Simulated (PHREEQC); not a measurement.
**Silver or lead bath: an equilibrium model**

Solution (35 °C): 0.0015 mol Pb(NO3)2 and 0.07 mol KNO3 per kg of water. Closed to the air; pH follows from the charge balance.

All values are PHREEQC results (ion-association model, phreeqc.dat), not measurements.

Each row changes one thing in this solution. No solid was allowed to form.

```tsv
case	pH	ionic strength (mol/kgw)
as made	5.52	0.0736
KNO3 from 0.07 to 0.007 mol/kgw	5.37	0.0112
temperature from 35 to 30 °C	5.52	0.0736
Pb(NO3)2 replaced by Zn(NO3)2 at the same molality	5.91	0.0745
KNO3 from 0.07 to 0.14 mol/kgw	5.59	0.143
KNO3 replaced by Mn(NO3)2 at the same molality	5.56	0.211
temperature from 35 to 65 °C	5.52	0.0736
KNO3 replaced by Fe(NO3)3 at the same molality	1.63	0.407
```

Some of these states are supersaturated (in Pb(OH)2, Hematite (slow to form), Goethite (slow to form), for instance). Away from 25 °C the constants follow the database's enthalpies or fits; those with neither stay at their 25 °C values.
